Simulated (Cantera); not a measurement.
## Ignition delay

Mixture: CO : H₂ : O₂ : N₂ : H₂O = 1 : 1.1 : 0.875 : 3.29 : 0.69 (molar parts), equivalence ratio 1.2, at 4.93 atm, adiabatic and at constant pressure. Ignition delay is the time to a rise of 400 K.

Cantera simulation using GRI-Mech 3.0 (53 species, 325 reactions); the numbers are that mechanism's predictions, not measurements. The hydrogen kinetics of GRI-Mech 3.0 are dated; newer H2 mechanisms differ, most at raised pressure. Below about 950 K walls govern HO2 and H2O2 in real vessels.

| T0 (K) | delay (ms) |
|---|---|
| 875 | 208 |
| 925 | 51.4 |
| 975 | 14.3 |
| 1025 | 4.27 |
| 1075 | 1.33 |
| 1125 | 0.406 |

| Property | Value |
|---|---|
| apparent activation energy between 1025 and 1125 K | 230 kJ/mol |
